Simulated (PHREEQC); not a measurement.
Brine

Make-up at 25 °C: 1.8 mol MgCl2 and 0.024 mol BaCl2 per kg of water. Closed to the air; pH follows from the charge balance.

Model: Pitzer model, pitzer.dat, run in PHREEQC.

- ionic strength = 5.47 mol/kgw
- activity of water = 0.867
- density = 1.127 g/cm³
- osmotic coefficient = 1.444

| species | molality | activity | log γ |
|---|---|---|---|
| Cl- | 3.65 | 2.19 | -0.221 |
| Mg+2 | 1.80 | 3.92 | 0.338 |
| Ba+2 | 0.0240 | 0.0251 | 0.020 |
| H+ | 1.12e-6 | 4.41e-6 | 0.597 |
| MgOH+ | 1.09e-6 | 1.20e-6 | 0.042 |
| OH- | 2.92e-8 | 1.99e-9 | -1.167 |

Precipitation was switched off in this run.
